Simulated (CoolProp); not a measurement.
Propylene at 567.31 K and 1.05 MPa flows at 0.057 m/s in a round tube of 4.6 mm bore and 0.25 µm roughness, fully developed (64/Re and Nu = 3.66 if laminar; Colebrook and Gnielinski if turbulent). Each further row changes one setting.

The numbers come from the reference Helmholtz-energy equation of state, Lemmon 2013 in CoolProp.

```json
[
 {"case": "as stated", "Reynolds number": "156", "Darcy friction factor": "0.410", "pressure drop (Pa/m)": "1.38", "heat-transfer coefficient (W/(m² K))": "43.5", "mass flow (kg/h)": "0.0325"},
 {"case": "velocity 0.114 m/s", "Reynolds number": "312", "Darcy friction factor": "0.205", "pressure drop (Pa/m)": "2.76", "heat-transfer coefficient (W/(m² K))": "43.5", "mass flow (kg/h)": "?"},
 {"case": "diameter 9.2 mm", "Reynolds number": "312", "Darcy friction factor": "0.205", "pressure drop (Pa/m)": "0.345", "heat-transfer coefficient (W/(m² K))": "?", "mass flow (kg/h)": "?"}
]
```

Task: Complete the blanks.

Result: 
- velocity 0.114 m/s, mass flow (kg/h): 0.0650
- diameter 9.2 mm, heat-transfer coefficient (W/(m² K)): 21.7
- diameter 9.2 mm, mass flow (kg/h): 0.130

Viscosity comes from a separate model (Huber 2003), an estimate that may be off by 10 % or more. Thermal conductivity comes from a separate model (Huber 2003), an estimate that may be off by 10 % or more.
